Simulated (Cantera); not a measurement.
Input: 1 mol n-butane, 0.13 mol H₂O, held at 1350 K and 1000 Pa.

These are equilibrium values from Cantera (NASA tables, ideal gas, pure condensed phases), not measurements of a reactor. Equilibrium is a limit: real reactors are often held back by kinetics, nucleation or transport.

```json
[
 {"species": "H₂", "before": "0.975", "after": "0.684"},
 {"species": "H", "before": "2.35e-5", "after": "0.284"},
 {"species": "CO", "before": "0.0247", "after": "0.0212"},
 {"species": "C₂H₂ (acetylene)", "before": "1.21e-6", "after": "0.00998"},
 {"species": "C₂H", "before": "<1e-9", "after": "0.000346"},
 {"species": "C₃", "before": "<1e-9", "after": "0.000150"},
 {"species": "C₄H₂", "before": "<1e-9", "after": "6.02e-5"},
 {"species": "C", "before": "<1e-9", "after": "4.41e-5"},
 {"species": "C₂", "before": "<1e-9", "after": "1.40e-5"},
 {"species": "CH₄", "before": "5.48e-5", "after": "6.26e-7"},
 {"species": "C(graphite), mol", "before": "3.87", "after": "3.74"}
]
```
Gas species are given as mole fractions.

### Question
What was changed between the two runs?
A) H₂O from 0.13 to 0.58 mol
B) H₂O from 0.13 to 2.5 mol
C) temperature from 1350 K to 2573 K
D) H₂O from 0.13 to 5.8 mol

### Answer
C, temperature from 1350 K to 2573 K
